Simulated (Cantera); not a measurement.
Charge: 1 mol Fe2O3, 36 mol HCl, equilibrated at 100 Torr.

These are equilibrium values from Cantera (NASA tables, ideal gas, pure condensed phases), not measurements of a reactor. Candidate condensed phases: Fe, FeCl2, FeCl3, FeO, Fe(OH)2, Fe(OH)3, Fe2O3, Fe3O4, H2O; 22 gas species. Kinetics and transport are ignored.

x: gas mole fraction; n: condensed amount in mol.

```csv
T (K),x HCl,x H2O,x FeCl2,x FeCl3,x Cl,x Cl2,n Fe2O3(s)
1198,0.868,0.0717,0.0228,0.0256,0.00125,0.00966,0.136
1248,0.848,0.0806,?,0.0245,?,0.0112,0
1298,0.848,0.0785,0.0367,0.0190,0.00355,0.0113,0
1348,0.848,0.0764,?,?,?,0.0109,0
1398,0.848,0.0746,0.0448,0.0106,0.00771,0.0101,0
1448,0.847,0.0734,0.0475,0.00766,0.0106,0.00906,0
1498,0.845,0.0727,0.0495,0.00549,0.0140,0.00790,0
```

Task: Some entries are withheld; supply them.

Result: 
- 1348, x FeCl2: 0.0412
- 1348, x FeCl3: 0.0144
- 1348, x Cl: 0.00536
- 1248, x FeCl2: 0.0315
- 1248, x Cl: 0.00222
